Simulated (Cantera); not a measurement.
A closed system holds: 1 mol Cu2O, 9.6 mol H2, 48 mol N2, equilibrated at 0.133 bar.

These are equilibrium values from Cantera (NASA tables, ideal gas, pure condensed phases), not measurements of a reactor. Candidate condensed phases: Cu, CuO, Cu(OH)2, Cu2O, H2O; 27 gas species. Equilibrium is a limit: real reactors are often held back by kinetics, nucleation or transport.

Q: Which condensed phases are stable at each of these points (T (K)): 1848, 1898, 1948, 1998, 2048, 2098, 2148, 2198?

A: 
```csv
T (K),condensed phases,Cu condensed (%)
1848,Cu(l),79.7
1898,Cu(l),65.2
1948,Cu(l),41.8
1998,Cu(l),4.8
2048,gas only,0.0
2098,gas only,0.0
2148,gas only,0.0
2198,gas only,0.0
```

From 1848 K to 1998 K the condensed part is Cu(l). From 2048 K to 2198 K nothing is condensed.
